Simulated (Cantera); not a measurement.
Input: 1 mol CCl4, 0.045 mol Si, a varied amount of H2, at 898 K and 0.00310 bar.

These are equilibrium values from Cantera (NASA tables, ideal gas, pure condensed phases), not measurements of a reactor. Candidate condensed phases: C, C6H6, C7H8, C8H18, Si, SiC; 109 gas species. Equilibrium is a limit: real reactors are often held back by kinetics, nucleation or transport.

Question: At 1.2 mol H2, list the 4 most abundant gas species with their mole fractions, and the condensed phases.

Answer: HCl 0.760, Cl2 0.225, SiCl4 0.0143, Cl 0.000607. Condensed: C(graphite).
